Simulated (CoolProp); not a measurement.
R125 along the isobar 17 MPa: density (kg/m³) from the reference equation and from simpler models built on Tc = 66.0 °C, pc = 3.618 MPa, ω = 0.305; each cubic takes its own stable root.

Model: reference Helmholtz-energy equation of state, Lemmon 2005, in CoolProp.

```
T (°C)          phase  reference  van der Waals  Soave-Redlich-Kwong  Peng-Robinson
------  -------------  ---------  -------------  -------------------  -------------
-59.55         liquid       1596           1009                 1474           1655
-34.55         liquid       1520          978.6                 1411           1585
-9.55          liquid       1441          946.8                 1341           1506
15.45          liquid       1358          913.8                 1262           1416
40.55          liquid       1269          879.4                 1174           1314
65.55          liquid       1173          843.7                 1078           1200
90.55   supercritical       1071          806.8                974.8           1078
115.55  supercritical      962.0          768.6                869.8          953.0
140.55  supercritical      853.0          729.4                769.8          835.6
165.65  supercritical      751.7          689.5                681.1          733.5
190.65  supercritical      665.5          649.8                607.7          650.4
```
